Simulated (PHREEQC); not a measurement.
H3PO4 is added in steps, without added water, to 1 kg of water holding 0.0025 mol/kgw HF and 0.0017 mol/kgw Na2HPO4, at 45 °C. Oxygen alone is held at its pressure in air (log pO2 = -0.68). The system is closed to CO2. Nothing may precipitate in this run.

Base run: PHREEQC, ion-association model, wateq4f.dat. Each further column changes one thing. The table gives F- (mol/kgw).

```csv
H3PO4 added (mol),base,database phreeqc.dat,Debye-Hückel limiting law,all activity coefficients set to 1,metal-ligand complexes left out
0,0.00190,0.00190,0.00190,0.00188,0.00190
0.001075,0.00130,0.00130,0.00130,0.00126,0.00130
0.00215,0.000921,0.000922,0.000925,0.000882,0.000921
0.003225,0.000699,0.000701,0.000704,0.000661,0.000699
0.0043,0.000563,0.000565,0.000568,0.000527,0.000563
0.005375,0.000474,0.000475,0.000478,0.000440,0.000474
0.00645,0.000411,0.000413,0.000415,0.000380,0.000411
0.007525,0.000365,0.000367,0.000369,0.000336,0.000365
0.0086,0.000330,0.000331,0.000334,0.000302,0.000330
```

H3PO4, which wateq4f.dat lacks, is added to it with the constant of phreeqc.dat. Constants without temperature data keep their 25 °C values here. phreeqc.dat and wateq4f.dat share most of their constants, so their agreement is no independent check.
